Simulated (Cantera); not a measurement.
## Thermodynamics of abatement and gas-phase synthesis, feed NH3 + SO2 + N2

Feed: 1 mol NH3, 0.81 mol SO2, 29 mol N2, at 1.33 mbar.

Equilibrium computed with Cantera from the NASA thermochemical tables; the gas is ideal and each condensed phase is pure. Candidate condensed phases: H2O, H2SO4, S; 35 gas species. Gases not in the tables: S3 to S7. Kinetics and transport are ignored.

```csv
T (K),x N2,x H2O,x H2,x SO2
900,0.939,0.0439,0.00145,0.00380
950,0.938,0.0435,0.00224,0.00399
1000,0.938,0.0429,0.00324,0.00431
1050,0.938,0.0420,0.00442,0.00475
1100,0.937,0.0408,0.00577,0.00529
1150,0.937,0.0395,0.00725,0.00592
1200,0.937,0.0381,0.00882,0.00661
1250,0.936,0.0366,0.0105,0.00733
1300,0.936,0.0349,0.0121,0.00807
1350,0.935,0.0333,0.0138,0.00881
1400,0.935,0.0316,0.0155,0.00952
1450,0.934,0.0300,0.0172,0.0102
```
x: gas mole fraction; nothing condenses.

From 900 K to 1450 K nothing is condensed.
